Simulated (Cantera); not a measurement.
An isothermal, constant-pressure homogeneous reactor starts with C2H6 : H2 = 1 : 14 (molar parts), at 1225 K and 77000 Pa. Integrator tolerance rtol = 1e-08.

Computed with Cantera and GRI-Mech 3.0 (53 species, 325 reactions). GRI-Mech 3.0 stops at C3 and has no aromatics, soot or wall deposition, so with more carbon than oxygen in the feed, carbon stays in small species such as C2H2 where larger ones or solid carbon would form.

Problem. What does this change do: H2 14 to 68 parts?

Solution. 
```json
[
 {"quantity": "x(C2H6) at 50.0 s", "before": "3.05e-5 (gas-phase equilibrium 1.82e-5)", "after": "1.10e-6 (gas-phase equilibrium 7.74e-7)"},
 {"quantity": "x(H2) at 50.0 s", "before": "0.867 (gas-phase equilibrium 0.867)", "after": "0.971 (gas-phase equilibrium 0.971)"},
 {"quantity": "x(C2H2) at 50.0 s", "before": "8.19e-5 (gas-phase equilibrium 4.40e-5)", "after": "2.43e-6 (gas-phase equilibrium 1.49e-6)"},
 {"quantity": "x(C2H4) at 50.0 s", "before": "0.000432 (gas-phase equilibrium 0.000241)", "after": "1.42e-5 (gas-phase equilibrium 9.15e-6)"},
 {"quantity": "x(CH4) at 50.0 s", "before": "0.132 (gas-phase equilibrium 0.133)", "after": "0.0289 (gas-phase equilibrium 0.0290)"}
]
```

Problem. What does this change do: C2H6 1 to 0.13 parts?

Solution. 
| quantity | before | after |
|---|---|---|
| x(C2H6) at 50.0 s | 3.05e-5 (gas-phase equilibrium 1.82e-5) | 4.62e-7 (gas-phase equilibrium 3.09e-7) |
| x(H2) at 50.0 s | 0.867 (gas-phase equilibrium 0.867) | 0.982 (gas-phase equilibrium 0.982) |
| x(C2H2) at 50.0 s | 8.19e-5 (gas-phase equilibrium 4.40e-5) | 1.02e-6 (gas-phase equilibrium 5.82e-7) |
| x(C2H4) at 50.0 s | 0.000432 (gas-phase equilibrium 0.000241) | 5.96e-6 (gas-phase equilibrium 3.61e-6) |
| x(CH4) at 50.0 s | 0.132 (gas-phase equilibrium 0.133) | 0.0184 (gas-phase equilibrium 0.0184) |

Problem. What does this change do: temperature 1225 to 1125 K?

Solution. 
```
quantity                                              before                                     after
-----------------  -----------------------------------------  ----------------------------------------
x(C2H6) at 50.0 s    3.05e-5 (gas-phase equilibrium 1.82e-5)  0.000709 (gas-phase equilibrium 9.64e-6)
x(H2) at 50.0 s          0.867 (gas-phase equilibrium 0.867)       0.871 (gas-phase equilibrium 0.867)
x(C2H2) at 50.0 s    8.19e-5 (gas-phase equilibrium 4.40e-5)  0.000101 (gas-phase equilibrium 1.30e-6)
x(C2H4) at 50.0 s  0.000432 (gas-phase equilibrium 0.000241)   0.00275 (gas-phase equilibrium 3.65e-5)
x(CH4) at 50.0 s         0.132 (gas-phase equilibrium 0.133)       0.126 (gas-phase equilibrium 0.133)
```
